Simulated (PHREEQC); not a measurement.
Buffer

Consider water at 10 °C with 0.012 mol H3BO3, 0.087 mol NH3 and 0.15 mol LiCl per kg of water. Closed to the air; pH follows from the charge balance.

Equilibrium calculation in PHREEQC: ion-association model, phreeqc.dat.

Each row changes one thing in this solution. No solid was allowed to form.

| case | pH | ionic strength (mol/kgw) | NH3 (mol/kgw) | NH4+ (mol/kgw) | H2BO3- (mol/kgw) | H3BO3 (mol/kgw) |
|---|---|---|---|---|---|---|
| as made | 10.70 | 0.162 | 0.0752 | 0.0118 | 0.0116 | 0.000393 |
| diluted 10-fold with water | 10.56 | 0.0163 | 0.00744 | 0.00126 | 0.00114 | 6.37e-5 |
| NH3 from 0.087 to 0.0957 mol/kgw | 10.75 | 0.162 | 0.0838 | 0.0119 | 0.0116 | 0.000355 |
| temperature from 10 to 90 °C | 8.83 | 0.158 | 0.0795 | 0.00755 | 0.00716 | 0.00484 |
| NH3 from 0.087 to 0.0087 mol/kgw | 9.35 | 0.157 | 0.00191 | 0.00679 | 0.00678 | 0.00522 |

Constants without temperature data keep their 25 °C values here.
